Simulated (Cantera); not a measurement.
# CH3SiH3 + C2H4 + H2 (silicon carbide growth)

Charge: 1 mol CH3SiH3, 0.18 mol C2H4, 2.4 mol H2, at 3.90 mbar.

Cantera equilibrium calculation (NASA polynomials, part measured and part estimated; ideal gas, pure solids and liquids). Candidate condensed phases: C, C6H6, C7H8, C8H18, Si, SiC; 87 gas species. The feed counts by its element totals alone. Gases not in the tables: Si2H6 and higher silanes. The numbers say what is thermodynamically allowed, not how fast it happens.

From 1450 K to 2350 K the condensed part is C(graphite) + SiC(s).

| T (K) | log p H2 | log p H | log p Si | log p SiC2 | log p Si2C | log p C2H2 (acetylene) | log p SiH | log p Si2 | n C(graphite) | n SiC(s) |
|---|---|---|---|---|---|---|---|---|---|---|
| 1450 | -2.41 | -6.23 | -10.74 | -13.69 | -13.73 | -7.72 | -11.34 | <-14 | 0.360 | 1.00 |
| 1550 | -2.41 | -5.71 | -9.53 | -12.11 | -12.19 | -7.20 | -10.32 | -14.33 | 0.360 | 1.000 |
| 1650 | -2.41 | -5.25 | -8.48 | -10.73 | -10.83 | -6.75 | -9.42 | -12.86 | 0.359 | 1.000 |
| 1750 | -2.41 | -4.84 | -7.54 | -9.51 | -9.64 | -6.35 | -8.63 | -11.55 | 0.359 | 1.000 |
| 1850 | -2.41 | -4.48 | -6.71 | -8.43 | -8.57 | -6.00 | -7.92 | -10.39 | 0.357 | 1.000 |
| 1950 | -2.42 | -4.15 | -5.97 | -7.45 | -7.62 | -5.68 | -7.29 | -9.35 | 0.355 | 0.998 |
| 2050 | -2.43 | -3.86 | -5.29 | -6.58 | -6.77 | -5.40 | -6.73 | -8.41 | 0.356 | 0.991 |
| 2150 | -2.44 | -3.60 | -4.69 | -5.79 | -5.99 | -5.15 | -6.22 | -7.56 | 0.370 | 0.962 |
| 2250 | -2.47 | -3.37 | -4.13 | -5.07 | -5.29 | -4.95 | -5.76 | -6.79 | 0.440 | 0.848 |
| 2350 | -2.54 | -3.17 | -3.63 | -4.41 | -4.65 | -4.79 | -5.37 | -6.09 | 0.702 | 0.424 |
log p: log10 of the partial pressure in bar; n: condensed amount in mol.
